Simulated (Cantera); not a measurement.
Feed: 1 mol SiCl4, 22 mol H2, at 1200 Pa.

Method: chemical equilibrium by Gibbs-energy minimisation in Cantera with the NASA 1993 tables (ideal gas, pure condensed phases). Candidate condensed phases: Si; 19 gas species. The tables' values for SiCl3, SiCl are old estimates; treat these amounts as uncertain. Gases not in the tables: Si2H6 and higher silanes. Equilibrium is a limit: real reactors are often held back by kinetics, nucleation or transport.

log p: log10 of the partial pressure in bar; n: condensed amount in mol.

```csv
T (°C),log p H2,log p HCl,log p SiCl2,log p SiCl4,log p SiHCl3,log p SiCl3,log p H,n Si(s),n Si(l)
775,-1.95,-3.35,-4.48,-3.51,-4.10,-4.63,-9.09,0.130,0
825,-1.96,-3.22,-4.17,-3.60,-4.18,-4.46,-8.59,0.177,0
875,-1.97,-3.11,-3.92,-3.74,-4.29,-4.35,-8.13,0.211,0
925,-1.97,-3.03,-3.72,-3.94,-4.45,-4.30,-7.71,0.227,0
975,-1.98,-2.98,-3.59,-4.21,-4.66,-4.33,-7.32,0.226,0
1025,-1.98,-2.95,-3.50,___,___,-4.41,___,0.215,0
1075,-1.98,-2.94,-3.45,-4.91,-5.20,-4.53,-6.63,0.202,0
1125,-1.98,-2.94,-3.42,-5.28,-5.48,-4.67,-6.32,0.188,0
1175,-1.98,-2.94,-3.41,-5.64,-5.75,-4.81,-6.03,0.175,0
1225,-1.98,-2.94,-3.39,-5.98,-6.01,-4.94,-5.76,0.162,0
1275,-1.98,-2.94,-3.38,-6.31,-6.26,-5.07,-5.50,0.150,0
1325,-1.98,-2.95,-3.37,___,___,-5.19,___,0.139,0
1375,-1.98,-2.95,-3.37,-6.90,-6.71,-5.30,-5.04,0.128,0
1425,-1.98,-2.95,-3.36,-7.17,-6.91,-5.41,-4.83,0,0.123
```

Problem. Fill in the missing entries.

Solution. 
- 1325, log p SiCl4: -6.61
- 1325, log p SiHCl3: -6.49
- 1325, log p H: -5.26
- 1025, log p SiCl4: -4.55
- 1025, log p SiHCl3: -4.92
- 1025, log p H: -6.96
